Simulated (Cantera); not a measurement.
Cantera with NASA thermochemical tables; ideal gases at 1 bar, condensed phases pure. Values are per mole of reaction as written; species without (g) are pure solids or liquids, kept so even where they would boil at 1 bar.

Question: Between 725 and 950 K, where is each reaction favourable under standard conditions?
- 5 H₂O₂(g) + P₄(g) ⇌ 10 H(g) + P₄O₁₀(g)
- 6 O₂(g) + 4 PH₃(g) ⇌ 12 OH(g) + P₄(g)

Answer: 
- 5 H₂O₂(g) + P₄(g) ⇌ 10 H(g) + P₄O₁₀(g): ΔG° is -201 kJ at 725 K and -253 kJ at 950 K; it stays negative (K > 1). ΔH° is -17 kJ and ΔS° 249 J/K at 950 K.
- 6 O₂(g) + 4 PH₃(g) ⇌ 12 OH(g) + P₄(g): ΔG° is 194 kJ at 725 K and 88 kJ at 950 K; it stays positive (K < 1). ΔH° is 533 kJ and ΔS° 468 J/K at 950 K.
